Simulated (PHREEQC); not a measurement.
PHREEQC input (ion-association model, phreeqc.dat):

```
SOLUTION_SPECIES
  CO3-2 + 10 H+ + 8 e- = CH4 + 3 H2O  # shut off: no methane
    -log_k -100
    -delta_h 0
    -analytic -100
SOLUTION 1
  temp 25
  units mol/kgw
  pH 7 charge
  C(4) 0.026
  Na 0.052
END
SELECTED_OUTPUT 1
  -reset false
  -pH true
  -pe true
  -ionic_strength true
  -water true
  -totals C Na C(-4) C(4) Ntg
  -molalities H+ Na+ CO3-2 OH- HCO3- CO2 (CO2)2 NaOH NaCO3- NaHCO3
USER_PUNCH 1
  -headings p_CO2(g) phi_CO2(g) p_Ntg(g) phi_Ntg(g) p_H2O(g) phi_H2O(g) density
  10 PUNCH PR_P("CO2(g)"), PR_PHI("CO2(g)"), PR_P("Ntg(g)"), PR_PHI("Ntg(g)"), PR_P("H2O(g)"), PR_PHI("H2O(g)"), RHO
PRINT
  -reset false
USE solution 1
REACTION_TEMPERATURE 1
  25
GAS_PHASE 1
  -fixed_pressure
  -pressure 1
  -temperature 25
  -volume 20
  CO2(g) 0.47
  Ntg(g) 0.53
  H2O(g) 0
END
# ... the last block is repeated for the other 9 points of P (atm)
```

Selected output (columns that matter, 10 of 10 rows; P (atm) added in front):

```
P (atm)	pH	mu	C	Na	Ntg	m_H+	m_Na+	p_CO2(g)	phi_CO2(g)	p_Ntg(g)	phi_Ntg(g)	p_H2O(g)	phi_H2O(g)	density
1	6.816	0.051076	0.066362	0.052047	0.00035586	1.7912e-07	0.051049	0.42881	0.99495	0.53963	1	0.031567	0.99329	1.0003
2	6.5021	0.051067	0.081615	0.052047	0.00071084	3.6897e-07	0.051053	0.88896	0.98999	1.0793	0.99998	0.031781	0.98707	1.0005
3	6.3234	0.051064	0.096681	0.052047	0.0010648	5.5678e-07	0.051054	1.3493	0.98506	1.6187	0.99995	0.031997	0.98087	1.0007
5	6.1023	0.051061	0.12629	0.052048	0.0017699	9.2636e-07	0.051055	2.2704	0.97525	2.6972	0.99991	0.032434	0.96857	1.0011
7.5	5.9301	0.051059	0.16234	0.052048	0.002646	1.3771e-06	0.051054	3.4227	0.96311	4.0443	0.9999	0.032993	0.95334	1.0015
10	5.81	0.051057	0.19734	0.052049	0.0035164	1.8156e-06	0.051052	4.5759	0.9511	5.3905	0.99995	0.033563	0.93829	1.002
15	5.6447	0.051054	0.26426	0.05205	0.0052408	2.6569e-06	0.051049	6.8852	0.92747	8.0801	1.0002	0.034744	0.9087	1.0028
20	5.531	0.051051	0.32717	0.052051	0.0069446	3.4519e-06	0.051046	9.1979	0.90434	10.766	1.0007	0.035978	0.87979	1.0036
30	5.3779	0.051046	0.44144	0.052054	0.010296	4.9102e-06	0.05104	13.833	0.85962	16.128	1.0023	0.03862	0.82405	1.0051
40	5.2763	0.051041	0.54123	0.052057	0.013581	6.2045e-06	0.051034	18.48	0.81691	21.479	1.0047	0.041507	0.77104	1.0065
```
